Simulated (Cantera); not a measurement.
# Diamond growth

A diamond (100) surface in a fixed gas of H2 with x(CH4) = 0.0036, x(H) = 0.015, x(CH3) = 0.00017, at 1150 K; coverages are run to steady state.

Model: the Harris–Goodwin 1993 mechanism for the reconstructed diamond (100) surface, integrated in Cantera.

```
P (Pa)  growth (µm/h)  θ c6HH  θ c6H*  θ c6*H  θ c6**    θ c6HM
------  -------------  ------  ------  ------  ------  --------
670             0.343   0.473  0.0331   0.469  0.0240  0.000980
1100            0.745   0.472  0.0331   0.468  0.0240   0.00136
1700             1.42   0.472  0.0331   0.468  0.0240   0.00173
2700             2.72   0.472  0.0331   0.468  0.0240   0.00213
4300             5.00   0.472  0.0331   0.467  0.0240   0.00249
6800             8.75   0.471  0.0332   0.467  0.0240   0.00277
11000            15.3   0.471  0.0333   0.467  0.0240   0.00301
17000            24.7   0.471  0.0335   0.466  0.0240   0.00316
```
θ: site fractions in the mechanism's names (c6HH fully hydrogenated, c6H* and c6*H radical sites, c6** diradical, c6HM methylated).
